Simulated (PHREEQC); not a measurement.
Dissolve 0.0025 mol HCl, 0.002 mol NiSO4 and 5.7e-05 mol MnSO4 per kg of water at 25 °C. Closed to the air; pH follows from the charge balance.

Equilibrium calculation in PHREEQC: ion-association model, wateq4f.dat.

```csv
quantity,before,after
pH,2.68,2.71
ionic strength (mol/kgw),0.00924,0.00891
SO4-2 (mol/kgw),0.00157,0.00143
NiSO4 (mol/kgw),0.000243,0.000260
HSO4- (mol/kgw),0.000237,0.000363
Ni(SO4)2-2 (mol/kgw),2.07e-8,1.65e-8
SI of Morenosite (NiSO4:7H2O),-3.54,-3.77
```

Question: Name the change that produced these shifts.
A. MnSO4 replaced by Ag2SO4 at the same molality
B. HCl left out
C. temperature from 25 to 75 °C
D. temperature from 25 to 5 °C
E. temperature from 25 to 50 °C

Answer: E, temperature from 25 to 50 °C

This is a speciation only: nothing precipitates in the calculation. Away from 25 °C the constants follow the database's enthalpies or fits; those with neither stay at their 25 °C values.
